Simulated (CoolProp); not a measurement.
R152A at several states: density (kg/m³) from the reference equation and from simpler models built on Tc = 386.4 K, pc = 4.517 MPa, ω = 0.275; each cubic takes its own stable root.

Model: reference Helmholtz-energy equation of state, Outcalt 1996, in CoolProp. It is a modified Benedict-Webb-Rubin equation, recast in Helmholtz form.

```json
[
 {"T (K)": "372.5", "p (MPa)": "0.493", "phase": "gas", "reference": "11.04", "van der Waals": "10.91", "Redlich-Kwong": "10.98", "Soave-Redlich-Kwong": "10.99", "Peng-Robinson": "11.04"},
 {"T (K)": "280.3", "p (MPa)": "0.0484", "phase": "gas", "reference": "1.389", "van der Waals": "1.381", "Redlich-Kwong": "1.384", "Soave-Redlich-Kwong": "1.386", "Peng-Robinson": "1.386"},
 {"T (K)": "494.1", "p (MPa)": "0.342", "phase": "gas", "reference": "5.562", "van der Waals": "5.567", "Redlich-Kwong": "5.568", "Soave-Redlich-Kwong": "5.556", "Peng-Robinson": "5.568"},
 {"T (K)": "283.7", "p (MPa)": "0.0201", "phase": "gas", "reference": "0.5657", "van der Waals": "0.5644", "Redlich-Kwong": "0.5649", "Soave-Redlich-Kwong": "0.5651", "Peng-Robinson": "0.5652"},
 {"T (K)": "201.6", "p (MPa)": "18.1", "phase": "liquid", "reference": "1125", "van der Waals": "630.7", "Redlich-Kwong": "914.3", "Soave-Redlich-Kwong": "931.4", "Peng-Robinson": "1045"}
]
```
